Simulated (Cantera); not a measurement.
Input: 1 mol HBr, 0.078 mol O2, a varied amount of N2, equilibrated at 2727 °C and 0.133 bar.

Method: chemical equilibrium by Gibbs-energy minimisation in Cantera with the NASA 1993 tables (ideal gas, pure condensed phases). Candidate condensed phases: Br2, H2O; 27 gas species. Kinetics and transport are ignored.

Problem. At 5 mol N2, list the 7 most abundant gas species with their mole fractions, and the condensed phases.

Solution. N2 0.735, Br 0.138, H 0.0699, H2 0.0261, HBr 0.00882, O 0.00823, H2O 0.00564. Condensed: gas only.
